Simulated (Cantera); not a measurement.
Carbon deposition, reforming and gasification: CH3OH + H2O

A closed system holds: 1 mol CH3OH, a varied amount of H2O, at 1323 K and 99.0 mbar.

These are equilibrium values from Cantera (NASA tables, ideal gas, pure condensed phases), not measurements of a reactor. Candidate condensed phases: C, C6H6, C7H8, C8H18, H2O; 110 gas species. Rates play no part.

From 0.028 mol H2O to 0.34 mol H2O nothing is condensed. The main C-bearing gas is CO throughout.

```csv
n(H2O) (mol),x H2,x CO,x H2O,x CO2,x CH4,x H,x HCHO (formaldehyde)
0.028,0.662,0.328,0.00730,0.00195,6.38e-6,4.10e-6,1.01e-8
0.037,0.661,0.327,0.00962,0.00256,4.79e-6,4.10e-6,1.01e-8
0.049,0.659,0.325,0.0127,0.00337,3.58e-6,4.09e-6,9.97e-9
0.065,0.657,0.322,0.0168,0.00443,2.66e-6,4.09e-6,9.85e-9
0.085,0.654,0.318,0.0218,0.00573,1.99e-6,4.08e-6,9.70e-9
0.11,0.650,0.314,0.0281,0.00731,1.50e-6,4.06e-6,9.52e-9
0.15,0.645,0.308,0.0379,0.00974,1.06e-6,4.05e-6,9.24e-9
0.19,0.639,0.301,0.0475,0.0121,8.09e-7,4.03e-6,8.97e-9
0.26,0.629,0.291,0.0639,0.0159,5.55e-7,4.00e-6,8.52e-9
0.34,0.619,0.279,0.0819,0.0199,3.95e-7,3.96e-6,8.05e-9
```
x: gas mole fraction; nothing condenses.
